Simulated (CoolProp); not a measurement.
Propylene along the isotherm 409.4 K: Z from the reference equation and from simpler models built on Tc = 364.2 K, pc = 4.555 MPa, ω = 0.146; each cubic takes its own stable root.

Model: reference Helmholtz-energy equation of state, Lemmon 2013, in CoolProp.

| p (MPa) | phase | reference |
|---|---|---|
| 0.683 | gas | 0.9638 |
| 1.37 | gas | 0.9260 |
| 2.05 | gas | 0.8872 |
| 2.73 | gas | 0.8467 |
| 3.42 | gas | 0.8036 |
| 4.1 | gas | 0.7587 |
| 4.78 | supercritical | 0.7112 |
| 5.47 | supercritical | 0.6600 |
| 6.15 | supercritical | 0.6070 |
| 6.83 | supercritical | 0.5532 |

Q: How far does each simpler model (van der Waals, Redlich-Kwong, Soave-Redlich-Kwong, Peng-Robinson) lie from the reference over these 10 states: mean and median of the absolute difference, and the worst?

A: 
- van der Waals: mean 2.5 %, median 0.5 %, worst -10.0 % at 409.4 K and 6.83 MPa
- Redlich-Kwong: mean 0.9 %, median 0.8 %, worst -1.8 % at 409.4 K and 6.15 MPa
- Soave-Redlich-Kwong: mean 1.4 %, median 0.7 %, worst +4.9 % at 409.4 K and 6.83 MPa
- Peng-Robinson: mean 1.8 %, median 2.0 %, worst -2.8 % at 409.4 K and 4.78 MPa
